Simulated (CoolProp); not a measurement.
Computed with CoolProp (reference Helmholtz-energy equation of state, Thol 2014).

Question: For chloromethane (R40), give the phase and the cp (kJ/(kg K)), speed of sound (m/s) at 426.2 K and 204 kPa.

Answer: 
- 426.2 K and 204 kPa: gas; cp 1.01, speed of sound 288
